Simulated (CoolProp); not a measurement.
Saturated liquid density (kg/m³) of R113: the reference equation beside estimates from Tc = 214.1 °C, pc = 3392 kPa, ω = 0.253. Rackett uses Z = 0.29056 − 0.08775 ω.

The numbers come from the reference Helmholtz-energy equation of state, Marx 1992 in CoolProp.

```csv
T (°C),reference,Rackett,van der Waals,Redlich-Kwong,Soave-Redlich-Kwong,Peng-Robinson
115.05,1324,1346,811.8,1148,1204,1367
119.05,1311,1333,803.8,1134,1190,1350
123.05,1298,1320,795.6,1119,1175,1333
126.95,1285,1307,787.4,1104,1160,1316
130.95,1272,1293,778.8,1089,1144,1298
134.95,1258,1278,769.9,1073,1128,1280
138.95,1244,1264,760.9,1057,1111,1261
142.85,1230,1249,751.8,1040,1094,1241
146.85,1215,1234,742.2,1023,1076,1221
150.85,1200,1218,732.3,1005,1057,1200
154.85,1184,1201,722.1,986.8,1038,1177
158.75,1167,1185,711.7,968.3,1019,1155
```

Absolute difference from the reference over all 12 rows, mean and median: Rackett 1.6 and 1.6 %, van der Waals 38.8 and 38.8 %, Redlich-Kwong 15.0 and 14.9 %, Soave-Redlich-Kwong 10.7 and 10.5 %, Peng-Robinson 1.6 and 1.6 %.
